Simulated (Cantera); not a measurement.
Charge: 1 mol CH₂F₂, 0.024 mol F₂, at 3.60e-5 bar.

Equilibrium computed with Cantera from the NASA thermochemical tables; the gas is ideal and each condensed phase is pure. Candidate condensed phases: C, C₆H₆, C₇H₈, C₈H₁₈; 95 gas species. Rates play no part. All values below are at 2950 K.

Base state: F 0.391, H 0.386, C 0.134, HF 0.0527, C₃ 0.0184, C₂ 0.0120, CF 0.00627, H₂ 0.000294 (mole fractions); condensed: gas only.

**Question.** What changes in the equilibrium state with this change: F₂ from 0.024 to 0.75 mol?

**Answer.** 
```
species    before     after
-------  --------  --------
F           0.391     0.527
H           0.386     0.283
C           0.134     0.112
C₃         0.0184    0.0107
C₂         0.0120   0.00837
HF         0.0527    0.0521
C₂H       7.85e-5   4.00e-5
H₂       0.000294  0.000158
```
